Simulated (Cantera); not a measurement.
Input (Python, Cantera):

```python
import numpy as np
import cantera as ct

gas = ct.Solution("h2o2.yaml")
gas.TPX = 475, 19000, {'H2': 1, 'O2': 0.357, 'N2': 1.34}
flame = ct.FreeFlame(gas, width=0.13)
flame.set_refine_criteria(ratio=3, slope=0.08, curve=0.16)
flame.transport_model = "mixture-averaged"
flame.solve(loglevel=0, auto=True)
z, T = flame.grid, flame.T
thick = (T[-1] - T[0]) / np.gradient(T, z).max()
show = ['H2', 'O2', 'H', 'O', 'H2O2', 'OH']
print(f"laminar burning velocity  {flame.velocity[0] * 100:.3f} cm/s")
print(f"burnt temperature         {T[-1]:.1f} K")
print(f"thermal thickness         {thick * 1e3:.4f} mm")
print(f"grid points               {len(z)}")
z0 = z[flame.heat_release_rate.argmax()]
print(f"{'z/mm':>9s}{'T/K':>9s}{'u/(m/s)':>9s}" + "".join(f"{s:>11s}" for s in show))
rows = []
for k in (-3, -2, -1.5, -1, -0.5, -0.25, 0, 0.25, 0.5, 1, 2, 4, 8):
    zz = z0 + k * thick
    rows.append([k * thick, np.interp(zz, z, T), np.interp(zz, z, flame.velocity),
                 *(np.interp(zz, z, flame.X[gas.species_index(s)]) for s in show)])
    print(f"{rows[-1][0] * 1e3:9.3f}{rows[-1][1]:9.1f}{rows[-1][2]:9.3f}" + "".join(f"{x:11.3e}" for x in rows[-1][3:]))
```

Result:

```
laminar burning velocity  489.151 cm/s
burnt temperature         2367.1 K
thermal thickness         3.6640 mm
grid points               145
     z/mm      T/K  u/(m/s)         H2         O2          H          O       H2O2         OH
  -10.992    475.0    4.892  3.708e-01  1.324e-01  2.383e-18  6.472e-18  3.248e-17  8.989e-20
   -7.328    475.0    4.892  3.708e-01  1.324e-01  1.035e-14  3.780e-15  3.965e-16  5.282e-17
   -5.496    475.0    4.892  3.708e-01  1.324e-01  4.402e-12  3.785e-13  4.236e-14  5.427e-15
   -3.664    475.0    4.892  3.708e-01  1.324e-01  5.123e-09  1.245e-10  2.367e-11  3.672e-12
   -1.832    481.8    4.954  3.695e-01  1.324e-01  1.069e-04  3.962e-06  1.549e-06  2.759e-05
   -0.916    659.8    6.680  3.431e-01  1.279e-01  8.325e-03  1.667e-04  5.618e-06  4.923e-04
    0.000   1100.2   10.786  2.068e-01  8.187e-02  6.955e-02  5.620e-03  6.539e-07  2.554e-03
    0.916   1385.7   13.428  9.928e-02  1.899e-02  1.092e-01  8.769e-03  7.024e-07  6.405e-03
    1.832   1498.8   14.424  9.137e-02  1.084e-02  1.040e-01  8.171e-03  5.769e-07  8.094e-03
    3.664   1626.3   15.515  9.665e-02  8.883e-03  8.971e-02  7.514e-03  3.859e-07  9.834e-03
    7.328   1766.1   16.674  1.023e-01  7.139e-03  7.374e-02  6.369e-03  2.171e-07  1.128e-02
   14.656   1915.0   17.872  1.071e-01  5.222e-03  5.743e-02  4.823e-03  1.121e-07  1.201e-02
   29.312   2056.6   18.976  1.107e-01  3.425e-03  4.249e-02  3.214e-03  5.950e-08  1.160e-02
```

Detailed kinetics in Cantera: the H2/O2 subset of GRI-Mech 3.0, which has no nitrogen chemistry. Burning velocities carry a grid error of a few per cent, more on coarse grids.
